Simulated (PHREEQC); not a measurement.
Alkaline etch or developer: an equilibrium model

Solution (20 °C): 11 mmol/kgw KOH and 1.6 mmol/kgw H4SiO4. Closed to the air; pH follows from the charge balance.

Computed with PHREEQC (ion-association model, phreeqc.dat).

This is a speciation only: nothing precipitates in the calculation.

Q: Predict the pH.

A: pH 12.09.

Q: In which forms is Si present?

A: H3SiO4- 92 %, H2SiO4-2 7.4 %, H4SiO4 0.5 % of the Si.

Species that the database lacks are ignored.
